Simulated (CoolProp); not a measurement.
Computed with CoolProp (reference Helmholtz-energy equation of state, Akasaka 2023).

Question: For R1224YDZ, give the phase and the Z, fugacity coefficient at 199.95 °C and 5560 kPa; 199.95 °C and 7410 kPa; 199.95 °C and 11100 kPa.

Answer: 
- 199.95 °C and 5560 kPa: supercritical; Z 0.472, fugacity coefficient 0.631
- 199.95 °C and 7410 kPa: supercritical; Z 0.404, fugacity coefficient 0.534
- 199.95 °C and 11100 kPa: supercritical; Z 0.494, fugacity coefficient 0.426
